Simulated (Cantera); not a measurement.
An isothermal, constant-pressure homogeneous reactor starts with NH₃ : H₂ = 1 : 2.5 (molar parts), at 1850 K and 1.78 atm. Integrator tolerance rtol = 1e-08.

Detailed kinetics in Cantera: the gas-phase N/H chemistry of the illustrative SiF4/NH3 mechanism in the Surface Chemkin manual (1991). Walls and surfaces, which speed up NH3 decomposition in real reactors, are not modelled.

**Question.** What does this change do: temperature 1850 to 1373 K?

**Answer.** 
```json
[
 {"quantity": "x(NH₃) at 10.0 s", "before": "0.00208 (gas-phase equilibrium 1.32e-5)", "after": "0.285 (gas-phase equilibrium 4.65e-5)"},
 {"quantity": "x(H₂) at 10.0 s", "before": "0.887 (gas-phase equilibrium 0.889)", "after": "0.715 (gas-phase equilibrium 0.889)"},
 {"quantity": "x(NH) at 10.0 s", "before": "4.55e-8 (gas-phase equilibrium 2.88e-10)", "after": "6.70e-10 (gas-phase equilibrium <1e-12)"},
 {"quantity": "x(H) at 10.0 s", "before": "0.000380 (gas-phase equilibrium 0.000381)", "after": "2.08e-6 (gas-phase equilibrium 2.36e-6)"},
 {"quantity": "x(N₂H₂) at 10.0 s", "before": "6.29e-11 (gas-phase equilibrium <1e-12)", "after": "1.45e-9 (gas-phase equilibrium <1e-12)"},
 {"quantity": "x(NH₂) at 10.0 s", "before": "2.44e-6 (gas-phase equilibrium 1.55e-8)", "after": "1.63e-6 (gas-phase equilibrium 2.42e-10)"},
 {"quantity": "x(N₂) at 10.0 s", "before": "0.110 (gas-phase equilibrium 0.111)", "after": "0.000234 (gas-phase equilibrium 0.111)"}
]
```
